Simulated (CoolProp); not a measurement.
A simple Rankine cycle with chlorine: condensing at 310.15 K, boiler at 4.04 MPa, turbine inlet 380.5 K, turbine efficiency 0.6, pump efficiency 0.7, no recuperator. Each further row changes one setting.

The numbers come from the reference Helmholtz-energy equation of state, Thol 2021 in CoolProp.

```json
[
 {"case": "as stated", "thermal efficiency (%)": "8.4", "net work (kJ/kg)": "…", "heat in (kJ/kg)": "239", "turbine exit temperature (K)": "310.1", "volume ratio over the turbine": "…"},
 {"case": "turbine inlet 400.5 K", "thermal efficiency (%)": "8.7", "net work (kJ/kg)": "…", "heat in (kJ/kg)": "…", "turbine exit temperature (K)": "310.1", "volume ratio over the turbine": "…"},
 {"case": "condensing temperature 302.15 K", "thermal efficiency (%)": "9.4", "net work (kJ/kg)": "…", "heat in (kJ/kg)": "247", "turbine exit temperature (K)": "302.1", "volume ratio over the turbine": "…"},
 {"case": "boiler pressure 2.83 MPa", "thermal efficiency (%)": "6.8", "net work (kJ/kg)": "17.5", "heat in (kJ/kg)": "259", "turbine exit temperature (K)": "315.1", "volume ratio over the turbine": "2.38"},
 {"case": "turbine efficiency 0.5", "thermal efficiency (%)": "6.8", "net work (kJ/kg)": "…", "heat in (kJ/kg)": "239", "turbine exit temperature (K)": "310.1", "volume ratio over the turbine": "3.64"}
]
```

**Question.** What belongs in the gaps?

**Answer.** 
- as stated, net work (kJ/kg): 20.1
- as stated, volume ratio over the turbine: 3.58
- turbine inlet 400.5 K, net work (kJ/kg): 22.4
- turbine inlet 400.5 K, heat in (kJ/kg): 258
- turbine inlet 400.5 K, volume ratio over the turbine: 3.32
- condensing temperature 302.15 K, net work (kJ/kg): 23.2
- condensing temperature 302.15 K, volume ratio over the turbine: 4.34
- turbine efficiency 0.5, net work (kJ/kg): 16.2

The expansion ends wet for: as stated; turbine inlet 400.5 K; condensing temperature 302.15 K; turbine efficiency 0.5.
